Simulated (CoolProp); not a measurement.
Vapour-liquid equilibrium of R134a (1) + R245fa (2) at 0.0082 MPa; x and y are mole fractions of (1).

The numbers come from the multi-fluid Helmholtz-energy mixture model, Tillner-Roth 1994 and Akasaka 2015; pair parameters Akasaka 2014 in CoolProp.

```
x      bubble temperature (°C)  y at the bubble point  dew temperature at overall composition x (°C)  liquid density (mol/L)
-----  -----------------------  ---------------------  ---------------------------------------------  ----------------------
0.05                     -39.9                  0.318                                          -35.5                   11.32
0.125                      ___                  0.579                                          -36.6                   11.61
0.2                      -50.2                    ___                                          -37.8                   11.89
0.275                    -53.6                  0.804                                          -39.1                   12.14
0.35                     -56.4                  0.859                                          -40.5                     ___
0.425                    -58.8                  0.896                                          -42.1                   12.64
0.5                      -60.8                  0.923                                          -43.8                     ___
0.575                    -62.5                  0.944                                          -45.7                     ___
0.65                     -64.1                  0.959                                          -47.8                     ___
0.725                    -65.5                  0.972                                          -50.4                   13.66
0.8                      -66.8                  0.981                                          -53.4                     ___
0.875                    -67.9                  0.990                                          -57.4                     ___
0.95                     -69.0                  0.996                                          -63.2                   14.50
```

Problem. What belongs in the gaps?

Solution. 
- 0.125, bubble temperature (°C): -45.8
- 0.2, y at the bubble point: 0.720
- 0.35, liquid density (mol/L): 12.40
- 0.5, liquid density (mol/L): 12.89
- 0.575, liquid density (mol/L): 13.14
- 0.65, liquid density (mol/L): 13.40
- 0.8, liquid density (mol/L): 13.93
- 0.875, liquid density (mol/L): 14.21

No azeotrope shows between x = 0.05 and 0.95.

Pair parameters are fitted to limited data, so mixtures are less certain than the pure fluids.
